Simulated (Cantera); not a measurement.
Input (Python, Cantera) and output of one run.

```python
import numpy as np
import cantera as ct

gas_names = """
    C CH CH2 CH3 CH2OH CH3O CH4 CH3OH CO CO2 COOH C2 C2H CHCO,ketyl C2H2,acetylene C2H2,vinylidene
    CH2CO,ketene C2H3,vinyl CH3CO,acetyl C2H4 C2H4O,ethylen CH3CHO,ethanal CH3COOH (HCOOH)2 C2H5 C2H6
    CH3OCH3 C2H5OH C2O C3 C3H3,propargyl C3H4,allene C3H4,propyne C3H4,cyclo- C3H5,allyl C3H6,propylene
    C3H6,cyclo- C3H6O C3H7,n-propyl C3H7,i-propyl C3H8 C3H8O,1propanol C3H8O,2propanol C3O2 C4 C4H2
    C4H4,1,3-cyclo- C4H6,butadiene C4H6,2-butyne C4H6,cyclo- C4H8,1-butene C4H8,cis2-buten
    C4H8,tr2-butene C4H8,isobutene C4H8,cyclo- (CH3COOH)2 C4H9,n-butyl C4H9,i-butyl C4H9,s-butyl
    C4H9,t-butyl C4H10,isobutane C4H10,n-butane C5 C5H6,1,3cyclo- C5H8,cyclo- C5H10,1-pentene
    C5H10,cyclo- C5H11,pentyl C5H11,t-pentyl C5H12,n-pentane C5H12,i-pentane CH3C(CH3)2CH3 C6H2
    C6H5,phenyl C6H5O,phenoxy C6H6 C6H5OH,phenol C6H10,cyclo- C6H12,1-hexene C6H12,cyclo- C6H13,n-hexyl
    C7H7,benzyl C7H8 C7H8O,cresol C7H14,1-heptene C7H15,n-heptyl C7H16,n-heptane C8H8,styrene
    C8H10,ethylbenz C8H16,1-octene C8H17,n-octyl C8H18,isooctane C8H18,n-octane C9H19,n-nonyl
    C10H8,naphthale C10H21,n-decyl C12H9,o-bipheny C12H10,bipheny H HCO HO2 H2 HCHO,formaldehy HCOOH H2O
    H2O2 O OH O2 O3 Si SiC SiC2 SiC4H12 SiH SiH2 SiH3 SiH4 SiO SiO2 Si2 Si2C Si3
""".split()
cond_names = """
    C(gr) C6H6(L) C7H8(L) C8H18(L),n-octa H2O(s) H2O(L) Si(cr) Si(L) SiC(b) SiO2(Lqz) SiO2(hqz) SiO2(L)
""".split()


def load(file, names, dense=False):
    # The tables refer to 1 bar. Condensed volumes are neglected.
    table = {s.name: s for s in ct.Species.list_from_file(file)}
    out = []
    for n in names:
        d = dict(table[n].input_data)
        d["thermo"] = dict(d["thermo"], **{"reference-pressure": 1e5})
        if dense:
            d["equation-of-state"] = {"model": "constant-volume", "density": "1e6 g/cm^3"}
        out.append(ct.Species.from_dict(d))
    return out


gas = ct.Solution(thermo="ideal-gas", species=load("nasa_gas.yaml", gas_names))
cond = {s.name: ct.Solution(thermo="fixed-stoichiometry", species=[s], name=s.name)
        for s in load("nasa_condensed.yaml", cond_names, dense=True)}
atoms = {
    'Si': {'Si': 1},
    'CO2': {'C': 1, 'O': 2},
    'H2': {'H': 2},
    'H2O': {'H': 2, 'O': 1},
}
top_T = {'C(gr)': 4500, 'SiC(b)': 3050}  # K; cautious upper limits of use, not melting points


def equilibrate(T, P, feed):
    n = {}
    for name, mol in feed.items():
        for a, k in atoms[name].items():
            n[a] = n.get(a, 0.0) + k * mol
    gas.TPX = T, P, n
    mass = sum(n.values()) * gas.mean_molecular_weight
    gas.equilibrate("TP")
    valid = [c for c in cond.values() if c.min_temp <= T <= top_T.get(c.name, c.max_temp)]
    mix = ct.Mixture([(gas, mass / gas.mean_molecular_weight)] + [(c, 0.0) for c in valid])
    mix.T, mix.P = T, P
    mix.equilibrate("TP", solver="vcs", rtol=1e-11, max_steps=5000)
    return mix


results = []
T = 1500  # K
P = 110000  # Pa
for m in [0.14, 0.2, 0.28, 0.4, 0.57, 0.8, 1.1, 1.6, 2.3]:
    feed = {'Si': 1, 'CO2': 0.035, 'H2': 2.7, 'H2O': m}  # mol
    mix = equilibrate(T, P, feed)
    results.append((T, P, feed, dict(zip(mix.species_names, mix.species_moles))))
    x = sorted(zip(gas.X, gas.species_names), reverse=True)
    print(f"T = {T:g} K  P = {P:g} Pa  n(H2O) = {m:g} mol  gas = {mix.phase_moles(0):.4g} mol")
    print("   x: " + "  ".join(f"{s} {v:.3e}" for v, s in x if v > 1e-05))
    print("   condensed (mol): " + ("  ".join(f"{mix.phase(i).name} {mix.phase_moles(i):.4g}"
          for i in range(1, mix.n_phases) if mix.phase_moles(i) > 1e-12) or "none"))
```

It prints:

```
T = 1500 K  P = 110000 Pa  n(H2O) = 0.14 mol  gas = 2.841 mol
   x: H2 9.995e-01  SiO 4.710e-04  CH4 2.058e-05  H 1.678e-05  CO 1.276e-05
   condensed (mol): Si(cr) 0.8594  SiC(b) 0.03491  SiO2(hqz) 0.1043
T = 1500 K  P = 110000 Pa  n(H2O) = 0.2 mol  gas = 2.901 mol
   x: H2 9.995e-01  SiO 4.710e-04  CH4 2.058e-05  H 1.678e-05  CO 1.276e-05
   condensed (mol): Si(cr) 0.8294  SiC(b) 0.0349  SiO2(hqz) 0.1343
T = 1500 K  P = 110000 Pa  n(H2O) = 0.28 mol  gas = 2.981 mol
   x: H2 9.995e-01  SiO 4.710e-04  CH4 2.058e-05  H 1.678e-05  CO 1.276e-05
   condensed (mol): Si(cr) 0.7894  SiC(b) 0.0349  SiO2(hqz) 0.1743
T = 1500 K  P = 110000 Pa  n(H2O) = 0.4 mol  gas = 3.101 mol
   x: H2 9.995e-01  SiO 4.710e-04  CH4 2.058e-05  H 1.678e-05  CO 1.276e-05
   condensed (mol): Si(cr) 0.7294  SiC(b) 0.0349  SiO2(hqz) 0.2342
T = 1500 K  P = 110000 Pa  n(H2O) = 0.57 mol  gas = 3.272 mol
   x: H2 9.995e-01  SiO 4.710e-04  CH4 2.058e-05  H 1.678e-05  CO 1.276e-05
   condensed (mol): Si(cr) 0.6444  SiC(b) 0.03489  SiO2(hqz) 0.3192
T = 1500 K  P = 110000 Pa  n(H2O) = 0.8 mol  gas = 3.502 mol
   x: H2 9.995e-01  SiO 4.710e-04  CH4 2.058e-05  H 1.678e-05  CO 1.276e-05
   condensed (mol): Si(cr) 0.5293  SiC(b) 0.03488  SiO2(hqz) 0.4341
T = 1500 K  P = 110000 Pa  n(H2O) = 1.1 mol  gas = 3.802 mol
   x: H2 9.995e-01  SiO 4.710e-04  CH4 2.058e-05  H 1.678e-05  CO 1.276e-05
   condensed (mol): Si(cr) 0.3793  SiC(b) 0.03487  SiO2(hqz) 0.5841
T = 1500 K  P = 110000 Pa  n(H2O) = 1.6 mol  gas = 4.302 mol
   x: H2 9.995e-01  SiO 4.710e-04  CH4 2.058e-05  H 1.678e-05  CO 1.276e-05
   condensed (mol): Si(cr) 0.1292  SiC(b) 0.03486  SiO2(hqz) 0.834
T = 1500 K  P = 110000 Pa  n(H2O) = 2.3 mol  gas = 5.035 mol
   x: H2 9.267e-01  H2O 6.635e-02  CO 6.764e-03  CO2 1.871e-04  H 1.616e-05
   condensed (mol): SiO2(hqz) 1
```

Cantera equilibrium calculation (NASA polynomials, part measured and part estimated; ideal gas, pure solids and liquids). Mutual solubility and eutectic melting of coexisting phases are not modelled. The tables hold silica as quartz up to 1696 K and as liquid above; real silica turns to tridymite and cristobalite and melts near 1996 K. Gases not in the tables: Si(OH)4.
